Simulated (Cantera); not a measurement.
Charge: 1 mol V₂O₃, 1.6 mol H₂, 1.3 mol N₂, at 1350 K and 120 Pa.

Method: chemical equilibrium by Gibbs-energy minimisation in Cantera with the NASA 1993 tables (ideal gas, pure condensed phases). Candidate condensed phases: H₂O, V, VN, VO, V₂O₃, V₂O₄, V₂O₅; 28 gas species. Mutual solubility and eutectic melting of coexisting phases are not modelled. VO: taken at fixed stoichiometry. Condensed phases not in the tables: the oxides between V₂O₃ and V₂O₅ other than VO₂. Kinetics and transport are ignored.

Base state: H₂ 0.551, N₂ 0.448, H₂O 0.000795, H 5.11e-5 (mole fractions); condensed: VO(s) + V₂O₃(s).

Problem. What changes in the equilibrium state with this change: pressure from 120 Pa to 51000 Pa?

Solution. 
```tsv
species	before	after
H₂	0.551	0.549
N₂	0.448	0.448
H₂O	0.000795	0.00344
NH₃	3.36e-8	1.42e-5
H	5.11e-5	2.47e-6
VO(s), mol	0.00461	0
V₂O₃(s), mol	0.998	0.997
VN(s), mol	0	0.00665
```
VN: taken at fixed stoichiometry. Condensed phases not in the tables: the oxides between V₂O₃ and V₂O₅ other than VO₂, V₂N.

Problem. What changes in the equilibrium state with this change: V₂O₃ replaced by Fe₂O₃?

Solution. 
```tsv
species	before	after
N₂	0.448	0.448
H₂O	0.000795	0.345
H₂	0.551	0.207
H	5.11e-5	3.13e-5
VO(s), mol	0.00461	0
V₂O₃(s), mol	0.998	0
FeO(s), mol	0	2.00
```
The tables' stoichiometric FeO is somewhat more stable than real wüstite, so its field is too wide. FeO: taken at fixed stoichiometry. Further candidate phases: Fe, FeO, Fe(OH)₂, Fe(OH)₃, Fe₂O₃, Fe₃O₄.
